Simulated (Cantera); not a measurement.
Mixture: CH4 : O2 : N2 = 1 : 2.78 : 16.1 (molar parts), equivalence ratio 0.72, at 0.720 bar, adiabatic and at constant pressure. Ignition delay is the time to a rise of 400 K.

Cantera simulation using GRI-Mech 3.0 (53 species, 325 reactions); the numbers are that mechanism's predictions, not measurements.

**Question.** What does this change do: pressure from 0.720 bar to 10.0 bar?

**Answer.** 
| quantity | before | after |
|---|---|---|
| delay at 1248 K | 38.5 ms | 3.41 ms |
| delay at 1323 K | 14.2 ms | 1.47 ms |
| delay at 1398 K | 5.67 ms | 0.668 ms |
| delay at 1473 K | 2.49 ms | 0.317 ms |
| delay at 1548 K | 1.21 ms | 0.157 ms |
| delay at 1623 K | 0.645 ms | 81.3 µs |
| delay at 1698 K | 0.371 ms | 44.2 µs |
| apparent activation energy between 1548 and 1698 K | 170 kJ/mol | 180 kJ/mol |
